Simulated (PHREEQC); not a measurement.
**Buffer: an equilibrium model**

A solution holds 0.0059 mol/kgw KHCO3, 4.9e-05 mol/kgw KOH and 0.013 mol/kgw NaCl, at 25 °C. Closed to the air; pH follows from the charge balance.

All values are PHREEQC results (Pitzer model, pitzer.dat), not measurements.

Each row changes one thing in this solution. Precipitation was switched off in this run.

```
case                                                pH  ionic strength (mol/kgw)  CO3-2 (mol/kgw)  CO2 (mol/kgw)
------------------------------------------  ----------  ------------------------  ---------------  -------------
as made                                           8.35                    0.0191          9.89e-5        5.25e-5
KOH replaced by K2SO4 at the same molality  (withheld)                    0.0191          7.12e-5        7.31e-5
temperature from 25 to 5 °C                 (withheld)                    0.0190          9.59e-5        4.77e-5
NaCl left out                               (withheld)                   0.00604          9.02e-5        4.41e-5
NaCl from 0.013 to 0.026 mol/kgw            (withheld)                    0.0321         0.000104        5.74e-5
```

Question: Fill in the missing entries.

Answer: 
- KOH replaced by K2SO4 at the same molality, pH: 8.21
- temperature from 25 to 5 °C, pH: 8.56
- NaCl left out, pH: 8.42
- NaCl from 0.013 to 0.026 mol/kgw, pH: 8.31

Complexes and solids missing from the database can't appear. Constants without temperature data keep their 25 °C values here.
